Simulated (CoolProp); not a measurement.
Properties of acetone along the isobar 3.97 bar (Tc = 235.0 °C, pc = 46.92 bar, ω = 0.307).

Values from CoolProp's reference Helmholtz-energy equation of state, Lemmon 2006. It is a short technical equation, of lower accuracy than the large ones.

| T (°C) | phase | cp (kJ/(kg K)) | expansivity (1/kK) |
|---|---|---|---|
| -39.85 | liquid | 2.028 | 1.237 |
| -36.05 | liquid | 2.032 | 1.243 |
| -32.35 | liquid | 2.037 | 1.250 |
| -28.55 | liquid | 2.042 | 1.258 |
| -24.85 | liquid | 2.047 | 1.266 |
| -21.05 | liquid | 2.052 | 1.274 |
| -17.35 | liquid | 2.058 | 1.283 |
| -13.55 | liquid | 2.064 | 1.292 |
| -9.85 | liquid | 2.070 | 1.302 |
| -6.05 | liquid | 2.076 | 1.313 |
| -2.35 | liquid | 2.083 | 1.324 |
| 1.45 | liquid | 2.091 | 1.335 |
| 5.15 | liquid | 2.098 | 1.347 |
| 8.95 | liquid | 2.106 | 1.360 |
| 12.65 | liquid | 2.114 | 1.373 |
